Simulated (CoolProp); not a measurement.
A simple Rankine cycle with isobutene: condensing at 296.15 K, boiler at 0.876 MPa, turbine inlet 488 K, turbine efficiency 0.9, pump efficiency 0.6, no recuperator. Each further row changes one setting.

Values from CoolProp's reference Helmholtz-energy equation of state, Lemmon 2005. It is a short technical equation, of lower accuracy than the large ones.

| case | thermal efficiency (%) | net work (kJ/kg) | heat in (kJ/kg) | turbine exit temperature (K) | volume ratio over the turbine |
|---|---|---|---|---|---|
| as stated | 9.0 | 66.0 | 735 | 454.5 | 2.93 |
| turbine inlet 508 K | 8.8 | 69.2 | 782 | 474.3 | 2.92 |
| condensing temperature 288.15 K | 10.7 | 80.7 | 753 | 447.2 | 3.72 |
| boiler pressure 0.613 MPa | 6.2 | 46.0 | 739 | 465.4 | 2.07 |
| turbine efficiency 0.8 | 8.0 | 58.5 | 735 | 457.9 | 2.95 |
